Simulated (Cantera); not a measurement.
What does this Cantera script print?

```python
import numpy as np
import cantera as ct

gas = ct.Solution("gri30.yaml")
gas.TPX = 550, 101325, {'CH4': 1, 'CO': 0.1, 'O2': 3.66, 'N2': 14.3}
inlet = ct.Reservoir(gas, clone=True)
gas.equilibrate("HP")  # start burning
reactor = ct.IdealGasConstPressureReactor(gas, energy="on", clone=False)
exhaust = ct.Reservoir(gas, clone=True)
tau = [0.22, 0.092, 0.038, 0.016, 0.0065, 0.0027, 0.0011, 0.00045, 0.00019, 7.7e-05, 3.2e-05, 1.3e-05][0]
for a, b in ((inlet, reactor), (reactor, exhaust)):
    ct.MassFlowController(a, b, mdot=lambda t: reactor.mass / tau)
net = ct.ReactorNet([reactor])
show = ['CH4', 'CO', 'O2', 'CH2CO', 'C2H4']

rows = []
print(f"{'tau/s':>10s}{'T/K':>9s}" + "".join(f"{s:>11s}" for s in show))
for tau in [0.22, 0.092, 0.038, 0.016, 0.0065, 0.0027, 0.0011, 0.00045, 0.00019, 7.7e-05, 3.2e-05, 1.3e-05]:
    net.initial_time = 0.0
    net.advance(30 * tau)
    before = gas.X
    net.advance(40 * tau)
    drift = np.max(np.abs(gas.X - before) / (gas.X + 1e-9))
    rows.append([gas.T, *gas[show].X, drift])
    print(f"{tau:10.3e}{gas.T:9.1f}" + "".join(f"{x:11.3e}" for x in gas[show].X))
```

Result:

```
     tau/s      T/K        CH4         CO         O2      CH2CO       C2H4
 2.200e-01   1765.9  6.105e-06  1.969e-04  8.453e-02  3.396e-10  6.110e-10
 9.200e-02   1762.9  1.081e-05  3.474e-04  8.453e-02  8.559e-10  1.405e-09
 3.800e-02   1757.9  1.899e-05  6.229e-04  8.457e-02  1.996e-09  2.934e-09
 1.600e-02   1749.9  3.283e-05  1.102e-03  8.467e-02  4.302e-09  5.603e-09
 6.500e-03   1736.1  5.848e-05  1.985e-03  8.493e-02  9.255e-09  1.055e-08
 2.700e-03   1714.1  1.052e-04  3.493e-03  8.551e-02  1.968e-08  1.996e-08
 1.100e-03   1678.0  2.032e-04  6.188e-03  8.678e-02  4.604e-08  4.369e-08
 4.500e-04   1619.8  4.478e-04  1.110e-02  8.964e-02  1.353e-07  1.338e-07
 1.900e-04   1505.8  1.619e-03  2.206e-02  9.847e-02  1.041e-06  1.349e-06
 7.700e-05    550.0  5.247e-02  5.247e-03  1.920e-01 -3.302e-19 -2.645e-18
 3.200e-05    550.0  5.247e-02  5.247e-03  1.920e-01 -1.071e-22 -8.578e-22
 1.300e-05    550.0  5.247e-02  5.247e-03  1.920e-01 -6.763e-24 -5.419e-23
```

Detailed kinetics in Cantera: GRI-Mech 3.0 (53 species, 325 reactions).
